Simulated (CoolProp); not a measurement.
The fluid at 287.53 K and 0.45 MPa flows at 0.095 m/s in a round tube of 100 mm bore and 15 µm roughness, fully developed (64/Re and Nu = 3.66 if laminar; Colebrook and Gnielinski if turbulent). The same conditions are run with several fluids, on thermodynamics alone (safety and materials aside).

Values from CoolProp's reference Helmholtz-energy equation of state of each fluid (CF4 (R14): Platzer 1990; carbon dioxide: Span 1996; C2F6 (R116): Lemmon 2006). The equations of Platzer and Polt are older, rougher fits.

```tsv
fluid	Reynolds number	Darcy friction factor	pressure drop (Pa/m)	heat-transfer coefficient (W/(m² K))	mass flow (kg/h)
CF4 (R14)	?	?	0.0240	?	45.4
carbon dioxide	?	?	0.0140	?	22.8
C2F6 (R116)	19200	0.0265	?	7.32	?
```

What belongs in the gaps?


- CF4 (R14), Reynolds number: 9490
- CF4 (R14), Darcy friction factor: 0.0315
- CF4 (R14), heat-transfer coefficient (W/(m² K)): 4.50
- carbon dioxide, Reynolds number: 5600
- carbon dioxide, Darcy friction factor: 0.0364
- carbon dioxide, heat-transfer coefficient (W/(m² K)): 3.01
- C2F6 (R116), pressure drop (Pa/m): 0.0328
- C2F6 (R116), mass flow (kg/h): 73.8

Transport values come from each fluid's own correlations; those of CF4 (R14), C2F6 (R116) are estimates that may be off by 10 % or more.
